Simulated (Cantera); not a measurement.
Input: 1 mol SiF4, 1.8 mol N2, held at 0.133 bar.

Equilibrium computed with Cantera from the NASA thermochemical tables; the gas is ideal and each condensed phase is pure. Candidate condensed phases: Si, Si3N4; 16 gas species. Equilibrium is a limit: real reactors are often held back by kinetics, nucleation or transport. All values below are at 1500 K.

Base state: N2 0.643, SiF4 0.357 (mole fractions); condensed: gas only.

Question: What changes in the equilibrium state with this change: SiF4 replaced by SiH4?

Answer: 
| species | before | after |
|---|---|---|
| H2 | 0 | 0.638 |
| N2 | 0.643 | 0.362 |
| H | 0 | 3.85e-5 |
| SiF4 | 0.357 | 0 |
| Si3N4(s), mol | 0 | 0.333 |
